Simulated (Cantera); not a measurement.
## Thermodynamics of aluminium nitride and oxide growth, feed Al + H2O + N2 + O2

Charge: 1 mol Al, 7.9 mol H2O, 1.1 mol N2, 1 mol O2, equilibrated at 0.133 bar.

Method: chemical equilibrium by Gibbs-energy minimisation in Cantera with the NASA 1993 tables (ideal gas, pure condensed phases). Candidate condensed phases: Al, AlN, Al2O3, H2O; 35 gas species. Gases not in the tables: Al(OH)3. Kinetics and transport are ignored.

From 427 °C to 1827 °C the condensed part is Al2O3(s).

```tsv
T (°C)	log p H2O	log p N2	log p O2	log p OH	n Al2O3(s)
427	-0.94	-1.80	-2.44	-10.98	0.500
627	-0.94	-1.80	-2.44	-8.30	0.500
827	-0.94	-1.80	-2.44	-6.58	0.500
1027	-0.94	-1.80	-2.44	-5.39	0.500
1227	-0.94	-1.80	-2.45	-4.52	0.500
1427	-0.94	-1.80	-2.45	-3.85	0.500
1627	-0.95	-1.80	-2.45	-3.33	0.500
1827	-0.95	-1.81	-2.43	-2.90	0.500
```
log p: log10 of the partial pressure in bar; n: condensed amount in mol.
